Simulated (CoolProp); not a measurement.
Saturation properties of dodecamethylpentasiloxane (MD3M) (Tc = 628.0 K, pc = 954.0 kPa, ω = 0.730).

Computed with CoolProp (reference Helmholtz-energy equation of state, Thol 2019).

| T (K) | p (kPa) | liquid density (kg/m³) | vapour density (kg/m³) | liquid cp (kJ/(kg K)) | surface tension (mN/m) |
|---|---|---|---|---|---|
| 354.7 | 0.4249 | 815.0 | 0.05555 | 1.839 | 14.0 |
| 367.1 | 0.8501 | 802.8 | 0.1075 | 1.866 | 13.2 |
| 379.4 | 1.593 | 790.6 | 0.1954 | 1.892 | 12.4 |
| 391.8 | 2.845 | 778.1 | 0.3388 | 1.918 | 11.7 |
| 404.1 | 4.824 | 765.5 | 0.5592 | 1.944 | 10.9 |
| 416.4 | 7.845 | 752.8 | (withheld) | 1.970 | (withheld) |
| 428.8 | 12.33 | 739.7 | 1.363 | (withheld) | (withheld) |
| 441.1 | 18.67 | 726.5 | 2.024 | 2.022 | 8.70 |
| 453.5 | 27.52 | 712.8 | 2.933 | 2.049 | 7.99 |
| 465.8 | (withheld) | 698.9 | 4.138 | 2.075 | (withheld) |

**Question.** Fill in the missing entries.

**Answer.** 
- 416.4, vapour density (kg/m³): 0.8870
- 416.4, surface tension (mN/m): 10.2
- 428.8, liquid cp (kJ/(kg K)): 1.996
- 428.8, surface tension (mN/m): 9.43
- 465.8, p (kPa): 39.36
- 465.8, surface tension (mN/m): 7.29

It boils at 503.0 K under 1 atm.

Surface tension comes from a separate correlation (Mulero 2014), older than this fluid's equation and unchecked against measurements.
